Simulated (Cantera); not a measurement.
Input: 1 mol MgO, 0.1 mol H₂S, 4.5 mol O₂, at 977 °C and 10.0 mbar.

Equilibrium computed with Cantera from the NASA thermochemical tables; the gas is ideal and each condensed phase is pure. Candidate condensed phases: H₂O, H₂SO₄, Mg, MgO, Mg(OH)₂, MgS, MgSO₄, S; 26 gas species. Kinetics and transport are ignored.

Base state: O₂ 0.956, H₂O 0.0220, SO₂ 0.0216, SO₃ 0.000369, OH 1.24e-5 (mole fractions); condensed: MgO(s).

**Question.** What changes in the equilibrium state with this change: temperature from 977 °C to 1600 °C?

**Answer.** 
```json
[
 {"species": "O₂", "before": "0.956", "after": "0.953"},
 {"species": "SO₂", "before": "0.0216", "after": "0.0219"},
 {"species": "H₂O", "before": "0.0220", "after": "0.0208"},
 {"species": "O", "before": "6.77e-7", "after": "0.00231"},
 {"species": "OH", "before": "1.24e-5", "after": "0.00222"},
 {"species": "H", "before": "<1e-9", "after": "3.04e-5"},
 {"species": "H₂", "before": "7.75e-9", "after": "2.21e-5"},
 {"species": "SO₃", "before": "0.000369", "after": "1.76e-5"},
 {"species": "MgO(s), mol", "before": "1.00", "after": "1.000"}
]
```
